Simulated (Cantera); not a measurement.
## Equilibrium for silicon carbide growth: SiCl4 + C2H2 + H2

Charge: 1 mol SiCl4, 0.038 mol C2H2, 100 mol H2, at 0.100 bar.

Cantera equilibrium calculation (NASA polynomials, part measured and part estimated; ideal gas, pure solids and liquids). Candidate condensed phases: C, C6H6, C7H8, C8H18, Si, SiC; 109 gas species. Mutual solubility and eutectic melting of coexisting phases are not modelled. The tables' values for SiCl, SiCl3 are old estimates; treat these amounts as uncertain. Gases not in the tables: Si2H6 and higher silanes. The numbers say what is thermodynamically allowed, not how fast it happens.

```tsv
T (°C)	x H2	x HCl	x H	x Si	n Si(s)	n SiC(s)	n Si(l)
950	0.967	0.0286	9.35e-7	3.22e-11	0.513	0.0758	0
1050	0.965	0.0316	4.93e-6	8.87e-10	0.570	0.0758	0
1150	0.964	0.0321	2.06e-5	1.53e-8	0.572	0.0758	0
1250	0.964	0.0320	7.18e-5	1.80e-7	0.560	0.0758	0
1350	0.964	0.0317	0.000215	1.56e-6	0.544	0.0758	0
1450	0.964	0.0318	0.000566	9.83e-6	0	0.0758	0.546
1550	0.963	0.0325	0.00134	4.42e-5	0	0.0757	0.574
1650	0.961	0.0330	0.00292	0.000170	0	0.0753	0.582
1750	0.957	0.0333	0.00587	0.000569	0	0.0733	0.545
1850	0.950	0.0334	0.0111	0.00170	0	0.0654	0.405
1950	0.938	0.0331	0.0196	0.00460	0	0.0366	0.0241
2050	0.922	0.0345	0.0331	0.00607	0	0	0
```
x: gas mole fraction; n: condensed amount in mol.

From 950 °C to 1350 °C the condensed part is Si(s) + SiC(s). From 1450 °C to 1950 °C the condensed part is Si(l) + SiC(s). At 2050 °C nothing is condensed. The main Si-bearing gas is SiCl2 at 950 °C and Si at 2050 °C. The share of Si in condensed phases is highest at 1650 °C (65.7 %) and lowest at 2050 °C (0.0 %).
